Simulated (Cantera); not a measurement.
Charge: 1 mol HMDSO, 4 mol H2O, 13 mol H2, held at 675 °C and 750 Torr.

These are equilibrium values from Cantera (NASA tables, ideal gas, pure condensed phases), not measurements of a reactor. The feed counts by its element totals alone. Rates play no part.

```csv
species,before,after
H2,0.838,0.813
CH4,0.121,0.113
CO,0.0223,0.0398
H2O,0.0181,0.0313
CO2,0.000874,0.00278
"C(graphite), mol",2.59,3.97
"SiO2(β-quartz), mol",2.00,2.00
```
Gas species are given as mole fractions.

Problem. Name the change that produced these shifts.
A. pressure from 750 Torr to 0.540 Torr
B. H2 from 13 to 0.96 mol
C. temperature from 675 °C to 1652 °C
D. H2O from 4 to 0.22 mol

Solution. B, H2 from 13 to 0.96 mol
